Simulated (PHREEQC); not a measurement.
Consider water at 90 °C with 0.013 mol/kgw CdSO4 and 5e-05 mol/kgw HCl. Closed to the air; pH follows from the charge balance.

All values are PHREEQC results (ion-association model, phreeqc.dat), not measurements.

Each row changes one thing in this solution. This is a speciation only: nothing precipitates in the calculation.

```
case                                          pH  ionic strength (mol/kgw)  Cl- (mol/kgw)
------------------------------------------  ----  ------------------------  -------------
as made                                     4.83                    0.0306        3.55e-5
CdSO4 left out                              4.30                   5.00e-5        5.00e-5
HCl from 5e-05 to 7.5e-05 mol/kgw           4.66                    0.0306        5.32e-5
CdSO4 from 0.013 to 0.026 mol/kgw           4.94                    0.0555        3.10e-5
HCl from 5e-05 to 0.00025 mol/kgw           4.13                    0.0306       0.000177
HCl replaced by SrCl2 at the same molality  5.62                    0.0306        7.10e-5
HCl replaced by FeCl2 at the same molality  5.61                    0.0306        7.10e-5
```

Complexes and solids missing from the database can't appear. Away from 25 °C the constants follow the database's enthalpies or fits; those with neither stay at their 25 °C values.
